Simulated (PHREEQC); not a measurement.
1.8 g of hydrous ferric oxide (600 m²/g; 0.2 weak and 0.005 strong sites per Fe, Dzombak-Morel constants, diffuse double layer) in 1 kg of water with 0.1 mol/kgw of an inert sodium salt, at 25 °C; the pH is set by adding NaOH or the inert anion's acid. Oxygen is held at 0.21 atm. The system is closed to CO2. Precipitation was switched off in this run.

The numbers come from PHREEQC with the ion-association model, wateq4f.dat.

```tsv
pH	surface charge σ (C/m²)	surface potential ψ (mV)
4	0.321	146
4.38	0.286	140
4.75	0.245	132
5.12	0.201	123
5.5	0.159	111
5.88	0.122	98
6.25	0.092	84
6.62	0.066	69
7.38	0.027	35
7.75	0.013	17
8.12	0.000	0
8.5	-0.014	-19
8.88	-0.029	-37
9.25	-0.046	-54
9.62	-0.067	-70
10	-0.094	-85
```

Species that the database lacks are ignored.
